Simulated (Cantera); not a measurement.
A closed system holds: 1 mol Cr, 1.8 mol NH3, equilibrated at 2123 K and 0.00650 bar.

Cantera equilibrium calculation (NASA polynomials, part measured and part estimated; ideal gas, pure solids and liquids). Candidate condensed phases: Cr, CrN, Cr2N; 11 gas species. Rates play no part.

Base state: H2 0.561, Cr 0.214, N2 0.192, H 0.0333 (mole fractions); condensed: gas only.

Task: What changes in the equilibrium state with this change: temperature from 2123 K to 2073.15 K?

Result: 
| species | before | after |
|---|---|---|
| H2 | 0.561 | 0.567 |
| Cr | 0.214 | 0.215 |
| N2 | 0.192 | 0.193 |
| H | 0.0333 | 0.0246 |

Task: What changes in the equilibrium state with this change: temperature from 2123 K to 1275 K?

Result: 
```json
[
 {"species": "H2", "before": "0.561", "after": "0.750"},
 {"species": "N2", "before": "0.192", "after": "0.250"},
 {"species": "H", "before": "0.0333", "after": "7.92e-6"},
 {"species": "Cr", "before": "0.214", "after": "3.62e-7"},
 {"species": "Cr(s), mol", "before": "0", "after": "1.000"}
]
```

Task: What changes in the equilibrium state with this change: Cr replaced by Zr?

Result: 
```
species      before   after
-----------  ------  ------
H2            0.561   0.833
N2            0.192   0.126
H            0.0333  0.0406
Cr            0.214       0
ZrN(s), mol       0    1.00
```
ZrN: taken at fixed stoichiometry. Further candidate phases: Zr, ZrN.
